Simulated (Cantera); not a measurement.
Mixture: CH4 : H2 : O2 : N2 = 1 : 0.26 : 2.29 : 8.61 (molar parts), at 8.40 bar, adiabatic and at constant volume. Ignition delay is the time to a rise of 400 K.

Model: GRI-Mech 3.0 (53 species, 325 reactions), integrated in Cantera. Below about 1000 K GRI-Mech 3.0 lacks low-temperature oxidation paths.

Question: Predict: delay at 950 K; delay at 1050 K; delay at 1150 K; delay at 1250 K; delay at 1350 K; delay at 1450 K; apparent activation energy between 1250 and 1450 K.

Answer: 
| Quantity | Result |
|---|---|
| delay at 950 K | 49.9 ms |
| delay at 1050 K | 5.20 ms |
| delay at 1150 K | 1.18 ms |
| delay at 1250 K | 0.464 ms |
| delay at 1350 K | 0.212 ms |
| delay at 1450 K | 0.101 ms |
| apparent activation energy between 1250 and 1450 K | 110 kJ/mol |
